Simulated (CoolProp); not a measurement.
Properties of R1233zd(E) along the isotherm 176.85 °C (Tc = 165.7 °C, pc = 3583 kPa, ω = 0.304).

Computed with CoolProp (reference Helmholtz-energy equation of state, Akasaka 2022).

```csv
p (kPa),phase,cp (kJ/(kg K)),cv (kJ/(kg K)),speed of sound (m/s)
4480,supercritical,3.881,1.056,106.2
8960,supercritical,1.539,0.9941,270.4
13400,supercritical,1.416,0.9856,346.2
17900,supercritical,1.363,0.9828,402.1
22400,supercritical,1.332,0.9819,447.4
26900,supercritical,1.312,0.9821,486.3
31300,supercritical,1.297,0.9827,519.9
35800,supercritical,1.285,0.9836,550.9
```
